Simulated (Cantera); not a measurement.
An adiabatic, constant-pressure homogeneous reactor starts with CH3OH : O2 : N2 : CO2 = 1 : 1 : 3.76 : 0.9 (molar parts), at 1600 K and 0.257 atm. Integrator tolerance rtol = 1e-08.

Detailed kinetics in Cantera: GRI-Mech 3.0 (53 species, 325 reactions). GRI-Mech 3.0 was tuned for natural gas; its chemistry of methanol as a main component is partial and can be far from experiment.

Task: What does this change do: pressure from 0.257 atm to 4.84 atm?

Result: 
```
quantity                                                            before                                      after
---------------------------------  ---------------------------------------  -----------------------------------------
time of steepest temperature rise                                 0.316 ms                                    21.6 µs
temperature at 2.00 s                                               2519 K                                     2677 K
equilibrium temperature                                             2519 K                                     2677 K
x(CH3OH) at 2.00 s                   <1e-12 (gas-phase equilibrium <1e-12)      <1e-12 (gas-phase equilibrium <1e-12)
x(O2) at 2.00 s                    0.00719 (gas-phase equilibrium 0.00719)    0.00234 (gas-phase equilibrium 0.00234)
x(CO2) at 2.00 s                       0.124 (gas-phase equilibrium 0.124)        0.134 (gas-phase equilibrium 0.134)
x(O) at 2.00 s                     0.00266 (gas-phase equilibrium 0.00266)  0.000719 (gas-phase equilibrium 0.000719)
x(CH2) at 2.00 s                     <1e-12 (gas-phase equilibrium <1e-12)      <1e-12 (gas-phase equilibrium <1e-12)
x(C2H4) at 2.00 s                    <1e-12 (gas-phase equilibrium <1e-12)      <1e-12 (gas-phase equilibrium <1e-12)
x(CH4) at 2.00 s                     <1e-12 (gas-phase equilibrium <1e-12)      <1e-12 (gas-phase equilibrium <1e-12)
```

Task: What does this change do: constant volume in place of constant pressure?

Result: 
```json
[
 {"quantity": "time of steepest temperature rise", "before": "0.316 ms", "after": "0.275 ms"},
 {"quantity": "temperature at 2.00 s", "before": "2519 K", "after": "2652 K"},
 {"quantity": "equilibrium temperature", "before": "2519 K", "after": "2652 K"},
 {"quantity": "x(CH3OH) at 2.00 s", "before": "<1e-12 (gas-phase equilibrium <1e-12)", "after": "<1e-12 (gas-phase equilibrium <1e-12)"},
 {"quantity": "x(O2) at 2.00 s", "before": "0.00719 (gas-phase equilibrium 0.00719)", "after": "0.0103 (gas-phase equilibrium 0.0103)"},
 {"quantity": "x(CO2) at 2.00 s", "before": "0.124 (gas-phase equilibrium 0.124)", "after": "0.115 (gas-phase equilibrium 0.115)"},
 {"quantity": "x(O) at 2.00 s", "before": "0.00266 (gas-phase equilibrium 0.00266)", "after": "0.00419 (gas-phase equilibrium 0.00419)"},
 {"quantity": "x(CH2) at 2.00 s", "before": "<1e-12 (gas-phase equilibrium <1e-12)", "after": "<1e-12 (gas-phase equilibrium <1e-12)"},
 {"quantity": "x(C2H4) at 2.00 s", "before": "<1e-12 (gas-phase equilibrium <1e-12)", "after": "<1e-12 (gas-phase equilibrium <1e-12)"},
 {"quantity": "x(CH4) at 2.00 s", "before": "<1e-12 (gas-phase equilibrium <1e-12)", "after": "<1e-12 (gas-phase equilibrium <1e-12)"}
]
```
